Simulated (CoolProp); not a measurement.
Properties of n-octane along the isotherm 607 K.

Computed with CoolProp (reference Helmholtz-energy equation of state, Beckmüller 2019).

```json
[
 {"p (MPa)": "1.77", "phase": "gas", "Z": "0.7701", "expansivity (1/kK)": "4.008", "conductivity (mW/(m K))": "___"},
 {"p (MPa)": "3.55", "phase": "supercritical", "Z": "0.4340", "expansivity (1/kK)": "21.73", "conductivity (mW/(m K))": "62.1"},
 {"p (MPa)": "5.32", "phase": "supercritical", "Z": "0.3534", "expansivity (1/kK)": "7.532", "conductivity (mW/(m K))": "64.9"},
 {"p (MPa)": "7.1", "phase": "supercritical", "Z": "0.4186", "expansivity (1/kK)": "4.428", "conductivity (mW/(m K))": "67.8"},
 {"p (MPa)": "8.87", "phase": "supercritical", "Z": "0.4910", "expansivity (1/kK)": "3.356", "conductivity (mW/(m K))": "70.4"},
 {"p (MPa)": "10.6", "phase": "supercritical", "Z": "0.5626", "expansivity (1/kK)": "2.795", "conductivity (mW/(m K))": "72.7"},
 {"p (MPa)": "12.4", "phase": "supercritical", "Z": "0.6366", "expansivity (1/kK)": "2.423", "conductivity (mW/(m K))": "74.9"},
 {"p (MPa)": "14.2", "phase": "supercritical", "Z": "0.7098", "expansivity (1/kK)": "2.162", "conductivity (mW/(m K))": "76.9"},
 {"p (MPa)": "16", "phase": "supercritical", "Z": "0.7821", "expansivity (1/kK)": "___", "conductivity (mW/(m K))": "78.7"},
 {"p (MPa)": "17.7", "phase": "supercritical", "Z": "0.8496", "expansivity (1/kK)": "1.824", "conductivity (mW/(m K))": "80.4"},
 {"p (MPa)": "19.5", "phase": "supercritical", "Z": "0.9202", "expansivity (1/kK)": "1.699", "conductivity (mW/(m K))": "82.0"},
 {"p (MPa)": "21.3", "phase": "supercritical", "Z": "0.9901", "expansivity (1/kK)": "1.597", "conductivity (mW/(m K))": "83.6"},
 {"p (MPa)": "23.1", "phase": "supercritical", "Z": "1.059", "expansivity (1/kK)": "1.510", "conductivity (mW/(m K))": "85.0"},
 {"p (MPa)": "24.8", "phase": "supercritical", "Z": "___", "expansivity (1/kK)": "1.439", "conductivity (mW/(m K))": "86.4"}
]
```

**Question.** Complete the blanks.

**Answer.** 
- 1.77, conductivity (mW/(m K)): 48.6
- 16, expansivity (1/kK): 1.968
- 24.8, Z: 1.124

Thermal conductivity comes from a separate model (Huber 2005).
